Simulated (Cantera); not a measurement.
Input (Python, Cantera) and output of one run.

```python
import numpy as np
import cantera as ct

gas_names = [...]  # 45 gases of nasa_gas.yaml made of Al, Cl, H, N, O
cond_names = """
    AL(cr) AL(L) ALCL3(s) ALCL3(L) ALN(s) AL2O3(a) AL2O3(L) H2O(s) H2O(L) NH4CL(a) NH4CL(b)
""".split()


# ... load() reads the species with a 1 bar reference pressure and builds the phases ...
atoms = {
    'AlCl3': {'AL': 1, 'CL': 3},
    'N2O': {'N': 2, 'O': 1},
    'H2': {'H': 2},
    'NH3': {'N': 1, 'H': 3},
}
top_T = {'ALN(s)': 2750}  # K; cautious upper limits of use, not melting points


# ... equilibrate(T, P, feed) seeds the gas with the atoms and calls Mixture.equilibrate('TP', solver="vcs", rtol=1e-11, max_steps=5000) ...
results = []
feed = {'AlCl3': 1, 'N2O': 3.5, 'H2': 250, 'NH3': 38}  # mol
T = 1225  # K
P = 250  # Pa
mix = equilibrate(T, P, feed)
results.append((T, P, feed, dict(zip(mix.species_names, mix.species_moles))))
print(gas.report(threshold=0.001))
for i in range(1, mix.n_phases):
    print(f"{mix.phase(i).name:16s} {mix.phase_moles(i):12.5e} mol")
```

It prints:

```
       temperature   1225 K
          pressure   250 Pa
           density   0.0001029 kg/m^3
  mean mol. weight   4.1921 kg/kmol
   phase of matter   gas

                          1 kg             1 kmol
                     ---------------   ---------------
          enthalpy         6.069e+06        2.5442e+07  J
   internal energy        3.6394e+06        1.5257e+07  J
           entropy             54925        2.3025e+05  J/K
    Gibbs function       -6.1214e+07       -2.5661e+08  J
 heat capacity c_p            7506.3             31467  J/K
 heat capacity c_v            5522.9             23152  J/K

                      mass frac. Y      mole frac. X     chem. pot. / RT
                     ---------------   ---------------   ---------------
               HCL          0.078823         0.0090634           -44.575
                H2           0.44095           0.91691           -24.111
               H2O          0.025966         0.0060423            -60.38
                N2           0.45426          0.067976           -34.092
     [  +41 minor]        2.2629e-06        6.1172e-06

AL(L)             0.00000e+00 mol
ALCL3(L)          0.00000e+00 mol
ALN(s)            0.00000e+00 mol
AL2O3(a)          5.00000e-01 mol
```

Cantera equilibrium calculation (NASA polynomials, part measured and part estimated; ideal gas, pure solids and liquids).
